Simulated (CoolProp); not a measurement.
Values from CoolProp's reference Helmholtz-energy equation of state, Lemmon 2003. It is a pseudo-pure fit of the blend.

### Question
For R404A, give the phase and the Z, cv (kJ/(kg K)), speed of sound (m/s) at 1.05 °C and 0.972 MPa; 166.15 °C and 0.972 MPa.

### Answer
- 1.05 °C and 0.972 MPa: liquid; Z 0.0362, cv 0.885, speed of sound 496
- 166.15 °C and 0.972 MPa: gas; Z 0.960, cv 1.02, speed of sound 195
